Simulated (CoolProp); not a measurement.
Computed with CoolProp (reference Helmholtz-energy equation of state, Lemmon 2005).

### Question
Give the vapour pressure (MPa), liquid cp (kJ/(kg K)), vapour Z, surface tension (mN/m) of saturated R125 at -31.75 °C.

### Answer
| T (°C) | p (MPa) | liquid cp (kJ/(kg K)) | vapour Z | surface tension (mN/m) |
|---|---|---|---|---|
| -31.75 | 0.212 | 1.15 | 0.929 | 11.3 |

Surface tension comes from a separate correlation (Mulero 2012).
